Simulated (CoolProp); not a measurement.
C3F8 (R218) at several states: fugacity coefficient from the reference equation and from simpler models built on Tc = 345.0 K, pc = 2.640 MPa, ω = 0.317; each cubic takes its own stable root.

Model: reference Helmholtz-energy equation of state, Lemmon 2006, in CoolProp. It is a short technical equation, of lower accuracy than the large ones.

```
T (K)  p (MPa)   phase  reference
-----  -------  ------  ---------
174.9   0.0477  liquid    0.03913
163.5     5.45  liquid  0.0001622
224       1.21  liquid    0.04782
422.6   0.0243     gas     0.9986
335.2    0.222     gas     0.9697
303.4   0.0285     gas     0.9945
```

Question: How far does each simpler model (van der Waals, Peng-Robinson) lie from the reference over these 6 states: mean and median of the absolute difference, and the worst?

Answer: 
- van der Waals: mean 2218.7 %, median 248.3 %, worst +10424.0 % at 163.5 K and 5.45 MPa
- Peng-Robinson: mean 2.8 %, median 0.4 %, worst +8.5 % at 163.5 K and 5.45 MPa

At some of these states van der Waals gives the other phase, because its saturation line lies elsewhere.
